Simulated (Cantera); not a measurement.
What does this Cantera script print?

```python
import numpy as np
import cantera as ct

gas_names = """
    CL CLO CL2 H HCL HOCL HO2 H2 H2O H2O2 O OH O2 O3 Si SiCL SiCL2 SiCL3 SiCL4 SiH SiHCL3 SiH2 SiH2CL2
    SiH3 SiH3CL SiH4 SiO SiO2 Si2 Si3
""".split()
cond_names = """
    H2O(s) H2O(L) Si(cr) Si(L) SiO2(Lqz) SiO2(hqz) SiO2(L)
""".split()


def load(file, names, dense=False):
    # The tables refer to 1 bar. Condensed volumes are neglected.
    table = {s.name: s for s in ct.Species.list_from_file(file)}
    out = []
    for n in names:
        d = dict(table[n].input_data)
        d["thermo"] = dict(d["thermo"], **{"reference-pressure": 1e5})
        if dense:
            d["equation-of-state"] = {"model": "constant-volume", "density": "1e6 g/cm^3"}
        out.append(ct.Species.from_dict(d))
    return out


gas = ct.Solution(thermo="ideal-gas", species=load("nasa_gas.yaml", gas_names))
cond = {s.name: ct.Solution(thermo="fixed-stoichiometry", species=[s], name=s.name)
        for s in load("nasa_condensed.yaml", cond_names, dense=True)}
atoms = {
    'SiCl4': {'Si': 1, 'CL': 4},
    'O2': {'O': 2},
    'H2': {'H': 2},
}
top_T = {}  # K; cautious upper limits of use, not melting points


def equilibrate(T, P, feed):
    n = {}
    for name, mol in feed.items():
        for a, k in atoms[name].items():
            n[a] = n.get(a, 0.0) + k * mol
    gas.TPX = T, P, n
    mass = sum(n.values()) * gas.mean_molecular_weight
    gas.equilibrate("TP")
    valid = [c for c in cond.values() if c.min_temp <= T <= top_T.get(c.name, c.max_temp)]
    mix = ct.Mixture([(gas, mass / gas.mean_molecular_weight)] + [(c, 0.0) for c in valid])
    mix.T, mix.P = T, P
    mix.equilibrate("TP", solver="vcs", rtol=1e-11, max_steps=5000)
    return mix


results = []
feed = {'SiCl4': 1, 'O2': 3.7, 'H2': 53}  # mol
P = 1333.22  # Pa
for T in [948, 1048, 1148, 1248, 1348, 1448, 1548, 1648, 1748, 1848, 1948]:
    mix = equilibrate(T, P, feed)
    results.append((T, P, feed, dict(zip(mix.species_names, mix.species_moles))))
    x = sorted(zip(gas.X, gas.species_names), reverse=True)
    print(f"T = {T:g} K  P = {P:g} Pa  gas = {mix.phase_moles(0):.4g} mol")
    print("   x: " + "  ".join(f"{s} {v:.3e}" for v, s in x if v > 0.001))
    print("   condensed (mol): " + ("  ".join(f"{mix.phase(i).name} {mix.phase_moles(i):.4g}"
          for i in range(1, mix.n_phases) if mix.phase_moles(i) > 1e-12) or "none"))
```

It prints:

```
T = 948 K  P = 1333.22 Pa  gas = 55 mol
   x: H2 8.291e-01  H2O 9.818e-02  HCL 7.273e-02
   condensed (mol): SiO2(hqz) 1
T = 1048 K  P = 1333.22 Pa  gas = 55 mol
   x: H2 8.291e-01  H2O 9.818e-02  HCL 7.273e-02
   condensed (mol): SiO2(hqz) 1
T = 1148 K  P = 1333.22 Pa  gas = 55 mol
   x: H2 8.291e-01  H2O 9.818e-02  HCL 7.273e-02
   condensed (mol): SiO2(hqz) 1
T = 1248 K  P = 1333.22 Pa  gas = 55 mol
   x: H2 8.291e-01  H2O 9.818e-02  HCL 7.273e-02
   condensed (mol): SiO2(hqz) 1
T = 1348 K  P = 1333.22 Pa  gas = 55 mol
   x: H2 8.291e-01  H2O 9.818e-02  HCL 7.273e-02
   condensed (mol): SiO2(hqz) 1
T = 1448 K  P = 1333.22 Pa  gas = 55 mol
   x: H2 8.290e-01  H2O 9.818e-02  HCL 7.272e-02
   condensed (mol): SiO2(hqz) 1
T = 1548 K  P = 1333.22 Pa  gas = 55.01 mol
   x: H2 8.289e-01  H2O 9.817e-02  HCL 7.270e-02
   condensed (mol): SiO2(hqz) 0.9998
T = 1648 K  P = 1333.22 Pa  gas = 55.02 mol
   x: H2 8.284e-01  H2O 9.819e-02  HCL 7.265e-02
   condensed (mol): SiO2(hqz) 0.9971
T = 1748 K  P = 1333.22 Pa  gas = 55.08 mol
   x: H2 8.266e-01  H2O 9.851e-02  HCL 7.250e-02  H 1.799e-03
   condensed (mol): SiO2(L) 0.9733
T = 1848 K  P = 1333.22 Pa  gas = 55.31 mol
   x: H2 8.192e-01  H2O 1.009e-01  HCL 7.205e-02  H 4.156e-03  SiO 3.321e-03
   condensed (mol): SiO2(L) 0.8163
T = 1948 K  P = 1333.22 Pa  gas = 56.19 mol
   x: H2 7.910e-01  H2O 1.125e-01  HCL 7.060e-02  SiO 1.649e-02  H 8.704e-03
   condensed (mol): SiO2(L) 0.07325
```

Equilibrium computed with Cantera from the NASA thermochemical tables; the gas is ideal and each condensed phase is pure. The tables hold silica as quartz up to 1696 K and as liquid above; real silica turns to tridymite and cristobalite and melts near 1996 K.
